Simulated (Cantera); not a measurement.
Charge: 1 mol Si, 0.18 mol O2, 57 mol N2, equilibrated at 2173 K and 0.750 Torr.

Cantera equilibrium calculation (NASA polynomials, part measured and part estimated; ideal gas, pure solids and liquids). Candidate condensed phases: Si, SiO2, Si2N2O, Si3N4; 16 gas species. The tables' values for SiN are old estimates; treat these amounts as uncertain. The numbers say what is thermodynamically allowed, not how fast it happens.

Base state: N2 0.983, Si 0.0110, SiO 0.00621, SiN 6.12e-5 (mole fractions); condensed: gas only.

Problem. What changes in the equilibrium state with this change: temperature from 2173 K to 1650 K?

Solution. 
```csv
species,before,after
N2,0.983,0.993
SiO,0.00621,0.00632
Si,0.0110,0.000210
SiN,6.12e-5,4.76e-6
"Si3N4(s), mol",0,0.209
```

Problem. What changes in the equilibrium state with this change: temperature from 2173 K to 1598.15 K?

Solution. 
```json
[
 {"species": "N2", "before": "0.983", "after": "0.995"},
 {"species": "SiO", "before": "0.00621", "after": "0.00536"},
 {"species": "Si", "before": "0.0110", "after": "4.12e-5"},
 {"species": "SiN", "before": "6.12e-5", "after": "1.13e-6"},
 {"species": "Si2N2O(s), mol", "before": "0", "after": "0.0549"},
 {"species": "Si3N4(s), mol", "before": "0", "after": "0.194"}
]
```
Mutual solubility and eutectic melting of coexisting phases are not modelled.

Problem. What changes in the equilibrium state with this change: temperature from 2173 K to 1725 K?

Solution. 
| species | before | after |
|---|---|---|
| N2 | 0.983 | 0.993 |
| SiO | 0.00621 | 0.00627 |
| Si | 0.0110 | 0.00102 |
| Si2N | 2.68e-6 | 3.13e-5 |
| SiN | 6.12e-5 | 1.79e-5 |
| Si(l), mol | 0 | 0.576 |
